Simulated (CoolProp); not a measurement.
The fluid at 298.15 K and 4.04 MPa is throttled through a valve to 1.44 MPa with no heat exchange. The same conditions are run with several fluids, on thermodynamics alone (safety and materials aside).

Model: reference Helmholtz-energy equation of state of each fluid (chlorine: Thol 2021; dimethyl carbonate: Zhou 2011; ammonia: Gao 2020; hydrogen sulfide: Lemmon 2006; isobutane: Bücker 2006), in CoolProp.

Question: Rank chlorine, dimethyl carbonate, ammonia, hydrogen sulfide, isobutane by temperature change (K), highest first.

Answer: dimethyl carbonate (+0.8), isobutane (+0.7), chlorine (+0.6), ammonia (+0.2), hydrogen sulfide (-13.1)

```json
[
 {"fluid": "chlorine", "final phase": "liquid", "final density (kg/m³)": "1390"},
 {"fluid": "dimethyl carbonate", "final phase": "liquid", "final density (kg/m³)": "1060"},
 {"fluid": "ammonia", "final phase": "liquid", "final density (kg/m³)": "603"},
 {"fluid": "hydrogen sulfide", "final phase": "two-phase, vapour fraction 0.066", "final density (kg/m³)": "259"},
 {"fluid": "isobutane", "final phase": "liquid", "final density (kg/m³)": "552"}
]
```
